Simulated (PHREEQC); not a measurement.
Make-up at 25 °C: 19 mmol/kgw Cu(NO3)2, 4.8 mmol/kgw H2SO4 and 0.059 mmol/kgw Na2SO4. Closed to the air; pH follows from the charge balance.

All values are PHREEQC results (ion-association model, wateq4f.dat), not measurements.

Each row changes one thing in this solution. This is a speciation only: nothing precipitates in the calculation.

```csv
case,pH,ionic strength (mol/kgw),Cu+2 (mol/kgw),SO4-2 (mol/kgw),CuSO4 (mol/kgw),HSO4- (mol/kgw),SI of Chalcanthite (CuSO4:5H2O),SI of Tenorite (CuO)
as made,2.13,0.0634,0.0174,0.00235,0.00161,0.000897,-2.46,-5.46
Na2SO4 from 5.9e-05 to 8.85e-05 mol/kgw,2.13,0.0634,0.0174,0.00237,0.00162,0.000903,-2.46,-5.46
H2SO4 left out,4.60,0.0571,…,3.29e-5,2.60e-5,4.39e-8,-4.25,-0.47
diluted 10-fold with water,3.06,0.00681,0.00183,0.000387,7.34e-5,2.52e-5,-3.80,-4.38
0.00028 mol/kgw CO2 added,2.13,0.0634,0.0174,0.00235,0.00161,0.000897,-2.46,-5.46
diluted 5-fold with water,2.78,0.0133,0.00360,0.000688,0.000205,7.91e-5,-3.36,-4.70
temperature from 25 to 75 °C,2.19,0.0625,0.0177,0.00166,0.00133,0.00186,-2.82,-3.76
temperature from 25 to 80 °C,2.20,0.0625,0.0177,…,0.00128,0.00199,-2.86,-3.61
H2SO4 replaced by Rb2SO4 at the same molality,4.65,0.0638,0.0170,0.00291,0.00194,3.36e-6,-2.38,-0.43
```

**Question.** Some entries are withheld; supply them.

**Answer.** 
- H2SO4 left out, Cu+2 (mol/kgw): 0.0189
- temperature from 25 to 80 °C, SO4-2 (mol/kgw): 0.00158

Some of these states are supersaturated (in Antlerite, Brochantite, for instance). Away from 25 °C the constants follow the database's enthalpies or fits; those with neither stay at their 25 °C values.
